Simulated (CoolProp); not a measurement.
The numbers come from the reference Helmholtz-energy equation of state, Bücker 2006 in CoolProp.

Problem. For isobutane, give the phase and the cp (kJ/(kg K)), viscosity (µPa s), Prandtl number at -66.15 °C and 74.2 bar; 134.15 °C and 0.603 bar; 1.65 °C and 0.226 bar.

Solution. 
- -66.15 °C and 74.2 bar: liquid; cp 1.98, viscosity 523, Prandtl number 8.01
- 134.15 °C and 0.603 bar: gas; cp 2.18, viscosity 10.1, Prandtl number 0.738
- 1.65 °C and 0.226 bar: gas; cp 1.56, viscosity 6.94, Prandtl number 0.744

Viscosity comes from a separate model (Vogel 2000). Thermal conductivity comes from a separate model (Perkins 2002).
